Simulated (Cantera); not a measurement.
# Thermodynamics of chlorosilane synthesis and conversion, feed Si + Cl₂ + H₂

Charge: 1 mol Si, 1.1 mol Cl₂, 15 mol H₂, held at 0.100 bar.

These are equilibrium values from Cantera (NASA tables, ideal gas, pure condensed phases), not measurements of a reactor. Candidate condensed phases: Si; 19 gas species. The tables' values for SiCl₃, SiCl are old estimates; treat these amounts as uncertain. Gases not in the tables: Si₂H₆ and higher silanes. Equilibrium is a limit: real reactors are often held back by kinetics, nucleation or transport.

```json
[
 {"T (K)": "523", "x H₂": "0.961", "x HCl": "5.74e-6", "x SiCl₂": "9.29e-12", "x SiCl₄": "0.0248", "x SiHCl₃": "0.0141", "n Si(s)": "0.393", "n Si(l)": "0"},
 {"T (K)": "623", "x H₂": "0.961", "x HCl": "8.30e-5", "x SiCl₂": "3.59e-9", "x SiCl₄": "0.0252", "x SiHCl₃": "0.0135", "n Si(s)": "0.395", "n Si(l)": "0"},
 {"T (K)": "723", "x H₂": "0.961", "x HCl": "0.000566", "x SiCl₂": "2.61e-7", "x SiCl₄": "0.0254", "x SiHCl₃": "0.0129", "n Si(s)": "0.399", "n Si(l)": "0"},
 {"T (K)": "823", "x H₂": "0.959", "x HCl": "0.00239", "x SiCl₂": "6.57e-6", "x SiCl₄": "0.0254", "x SiHCl₃": "0.0123", "n Si(s)": "0.408", "n Si(l)": "0"},
 {"T (K)": "923", "x H₂": "0.956", "x HCl": "0.00729", "x SiCl₂": "7.98e-5", "x SiCl₄": "0.0245", "x SiHCl₃": "0.0115", "n Si(s)": "0.428", "n Si(l)": "0"},
 {"T (K)": "1023", "x H₂": "0.948", "x HCl": "0.0174", "x SiCl₂": "0.000567", "x SiCl₄": "0.0222", "x SiHCl₃": "0.0102", "n Si(s)": "0.466", "n Si(l)": "0"},
 {"T (K)": "1123", "x H₂": "0.935", "x HCl": "0.0340", "x SiCl₂": "0.00260", "x SiCl₄": "0.0174", "x SiHCl₃": "0.00824", "n Si(s)": "0.519", "n Si(l)": "0"},
 {"T (K)": "1223", "x H₂": "0.918", "x HCl": "0.0546", "x SiCl₂": "0.00791", "x SiCl₄": "0.0105", "x SiHCl₃": "0.00543", "n Si(s)": "0.566", "n Si(l)": "0"},
 {"T (K)": "1323", "x H₂": "0.902", "x HCl": "0.0718", "x SiCl₂": "0.0156", "x SiCl₄": "0.00407", "x SiHCl₃": "0.00259", "n Si(s)": "0.586", "n Si(l)": "0"},
 {"T (K)": "1423", "x H₂": "0.894", "x HCl": "0.0797", "x SiCl₂": "0.0214", "x SiCl₄": "0.00107", "x SiHCl₃": "0.000928", "n Si(s)": "0.584", "n Si(l)": "0"},
 {"T (K)": "1523", "x H₂": "0.892", "x HCl": "0.0816", "x SiCl₂": "0.0244", "x SiCl₄": "0.000252", "x SiHCl₃": "0.000310", "n Si(s)": "0.574", "n Si(l)": "0"},
 {"T (K)": "1623", "x H₂": "0.891", "x HCl": "0.0814", "x SiCl₂": "0.0260", "x SiCl₄": "6.52e-5", "x SiHCl₃": "0.000111", "n Si(s)": "0.564", "n Si(l)": "0"},
 {"T (K)": "1723", "x H₂": "0.890", "x HCl": "0.0822", "x SiCl₂": "0.0263", "x SiCl₄": "1.94e-5", "x SiHCl₃": "4.32e-5", "n Si(s)": "0", "n Si(l)": "0.566"}
]
```
x: gas mole fraction; n: condensed amount in mol.

From 523 K to 1623 K the condensed part is Si(s). At 1723 K the condensed part is Si(l). The main Si-bearing gas is SiCl₄ at 523 K and SiCl₂ at 1723 K. The share of Si in condensed phases is highest at 1323 K (58.6 %) and lowest at 523 K (39.3 %).
